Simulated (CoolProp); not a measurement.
Model: reference Helmholtz-energy equation of state, Fiedler 2023, in CoolProp.

**Question.** For tetrahydrofuran, give the phase and the density (kg/m³), cp (kJ/(kg K)), cv (kJ/(kg K)), speed of sound (m/s) at 6.65 °C and 5.3 MPa; 6.65 °C and 37.1 MPa.

**Answer.** 
- 6.65 °C and 5.3 MPa: liquid; density 906, cp 1.65, cv 1.15, speed of sound 1390
- 6.65 °C and 37.1 MPa: liquid; density 927, cp 1.63, cv 1.16, speed of sound 1520
